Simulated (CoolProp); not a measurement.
A single-stage vapour-compression cycle with n-butane: evaporating at 270.15 K (dew point), condensing at 293.15 K (bubble point), superheat 5 K, subcooling 0 K, compressor efficiency 0.9, no pressure losses. Each further row changes one setting.

Values from CoolProp's reference Helmholtz-energy equation of state, Bücker 2006.

```csv
case,cooling COP,pressure ratio,discharge temperature (K),refrigerating effect (kJ/kg),volumetric capacity (kJ/m³)
as stated,?,2.26,299.1,342,829
evaporating temperature 275.15 K,12.9,1.87,298.7,349,1010
condensing temperature 288.15 K,?,1.91,294.2,354,858
subcooling 5 K,10.1,2.26,299.1,354,858
superheat 15 K,9.79,2.26,309.1,358,835
compressor efficiency 0.8,8.64,2.26,?,342,829
```

### Question
What belongs in the gaps?

### Answer

- as stated, cooling COP: 9.72
- condensing temperature 288.15 K, cooling COP: 12.7
- compressor efficiency 0.8, discharge temperature (K): 301.6
